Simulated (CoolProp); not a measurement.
Chloromethane (R40) along the isotherm 42.65 °C: fugacity coefficient from the reference equation and from simpler models built on Tc = 145.5 °C, pc = 6929 kPa, ω = 0.150; each cubic takes its own stable root.

Values from CoolProp's reference Helmholtz-energy equation of state, Thol 2014.

```json
[
 {"p (kPa)": "1920", "phase": "liquid", "reference": "0.4339"},
 {"p (kPa)": "3850", "phase": "liquid", "reference": "0.2257"},
 {"p (kPa)": "5770", "phase": "liquid", "reference": "0.1570"},
 {"p (kPa)": "7700", "phase": "liquid", "reference": "0.1227"},
 {"p (kPa)": "9620", "phase": "liquid", "reference": "0.1023"},
 {"p (kPa)": "11500", "phase": "liquid", "reference": "0.08910"},
 {"p (kPa)": "13500", "phase": "liquid", "reference": "0.07920"},
 {"p (kPa)": "15400", "phase": "liquid", "reference": "0.07228"},
 {"p (kPa)": "17300", "phase": "liquid", "reference": "0.06697"}
]
```

Question: How far does each simpler model (Soave-Redlich-Kwong, Peng-Robinson) lie from the reference over these 9 states: mean and median of the absolute difference, and the worst?

Answer: 
- Soave-Redlich-Kwong: mean 3.9 %, median 4.0 %, worst +5.4 % at 42.65 °C and 17300 kPa
- Peng-Robinson: mean 0.4 %, median 0.3 %, worst +0.8 % at 42.65 °C and 1920 kPa
